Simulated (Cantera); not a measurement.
Charge: 1 mol MgCl₂, 0.37 mol H₂O, 54 mol H₂, held at 1575 °C and 15.0 mbar.

Cantera equilibrium calculation (NASA polynomials, part measured and part estimated; ideal gas, pure solids and liquids). Candidate condensed phases: H₂O, Mg, MgCl₂, MgO, Mg(OH)₂; 22 gas species. The tables' values for MgH are old estimates; treat these amounts as uncertain. Equilibrium is a limit: real reactors are often held back by kinetics, nucleation or transport.

Base state: H₂ 0.945, HCl 0.0263, Mg 0.0130, H₂O 0.00657, MgCl₂ 0.00442, H 0.00421, MgCl 0.000330, Cl 8.92e-5 (mole fractions); condensed: gas only.

What changes in the equilibrium state with this change: pressure from 15.0 mbar to 0.100 bar?


| species | before | after |
|---|---|---|
| H₂ | 0.945 | 0.962 |
| HCl | 0.0263 | 0.0203 |
| MgCl₂ | 0.00442 | 0.00763 |
| Mg | 0.0130 | 0.00576 |
| Cl | 8.92e-5 | 2.64e-5 |
| H₂O | 0.00657 | 0.00241 |
| H | 0.00421 | 0.00165 |
| MgH | 2.17e-5 | 2.51e-5 |
| MgO(s), mol | 0 | 0.236 |
